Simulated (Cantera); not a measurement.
A perfectly stirred reactor is fed with C₃H₈ : H₂ = 1 : 71 (molar parts), at 0.383 Torr; it is held at 1575 K, and followed from long to short residence time.

Cantera simulation using GRI-Mech 3.0 (53 species, 325 reactions); the numbers are that mechanism's predictions, not measurements. GRI-Mech 3.0 was tuned for natural gas; its chemistry of propane as a main component is partial and can be far from experiment. GRI-Mech 3.0 stops at C3 and has no aromatics, soot or wall deposition, so with more carbon than oxygen in the feed, carbon stays in small species such as C2H2 where larger ones or solid carbon would form. Radical loss at walls, strong at low pressure, is not modelled.

### Question
Predict: x(C₃H₈) at τ = 5.70 s; x(H₂) at τ = 5.70 s; x(H) at τ = 5.70 s; x(CH₂) at τ = 5.70 s; x(C₂H) at τ = 5.70 s; x(C₃H₈) at τ = 0.110 s; x(H₂) at τ = 0.110 s; x(H) at τ = 0.110 s; x(CH₂) at τ = 0.110 s; x(C₂H) at τ = 0.110 s.

### Answer
```json
{
  "x(C₃H₈) at τ = 5.70 s": "1.04e-5",
  "x(H₂) at τ = 5.70 s": "0.971",
  "x(H) at τ = 5.70 s": "0.00210",
  "x(CH₂) at τ = 5.70 s": "9.25e-7",
  "x(C₂H) at τ = 5.70 s": "8.29e-8",
  "x(C₃H₈) at τ = 0.110 s": "0.000438",
  "x(H₂) at τ = 0.110 s": "0.968",
  "x(H) at τ = 0.110 s": "0.00270",
  "x(CH₂) at τ = 0.110 s": "2.01e-6",
  "x(C₂H) at τ = 0.110 s": "5.57e-8"
}
```
